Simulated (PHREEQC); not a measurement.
TMAH is added in steps, without added water, to 1 kg of water holding 0.028 mol/kgw HF, 0.00071 mol/kgw NH4F, 0.00012 mol/kgw H4SiO4 and 5e-05 mol/kgw H2SO4, at 25 °C. Oxygen is held at 0.21 atm. No CO2 enters from the air. Solids allowed: SiO2(a). Others were left out.

Base run: PHREEQC, ion-association model, wateq4f.dat. Each further column changes one thing. The table gives H4SiO4 (mol/kgw).

| TMAH added (mol) | base | Debye-Hückel limiting law | all activity coefficients set to 1 | database phreeqc.dat | metal-ligand complexes left out |
|---|---|---|---|---|---|
| 0 | 1.08e-10 | 1.05e-10 | 1.37e-10 | 6.87e-11 | 1.08e-10 |
| 0.0034 | 7.00e-11 | 6.79e-11 | 8.65e-11 | 4.76e-11 | 7.00e-11 |
| 0.00765 | 5.51e-11 | 5.34e-11 | 6.77e-11 | 4.04e-11 | 5.51e-11 |
| 0.01105 | 6.09e-11 | 5.87e-11 | 7.53e-11 | 4.71e-11 | 6.09e-11 |
| 0.0153 | 1.03e-10 | 9.90e-11 | 1.30e-10 | 8.52e-11 | 1.03e-10 |
| 0.0187 | 2.43e-10 | 2.32e-10 | 3.12e-10 | 2.11e-10 | 2.43e-10 |
| 0.02295 | 2.04e-9 | 1.92e-9 | 2.66e-9 | 1.89e-9 | 2.04e-9 |
| 0.02635 | 2.68e-7 | 2.51e-7 | 3.55e-7 | 2.62e-7 | 2.68e-7 |
| 0.0306 | 4.57e-6 | 4.57e-6 | 4.60e-6 | 4.62e-6 | 4.57e-6 |
| 0.034 | 1.51e-6 | 1.51e-6 | 1.53e-6 | 1.53e-6 | 1.51e-6 |

(CH3)4N+ isn't in the database: it is added as a free cation with an ion size of 4 Å. wateq4f.dat counts part of the HF as a dimer, H2F2, which phreeqc.dat doesn't know; its constant is uncertain. SiF6-2 is the database's only silicon fluoride. phreeqc.dat and wateq4f.dat share most of their constants, so their agreement is no independent check.
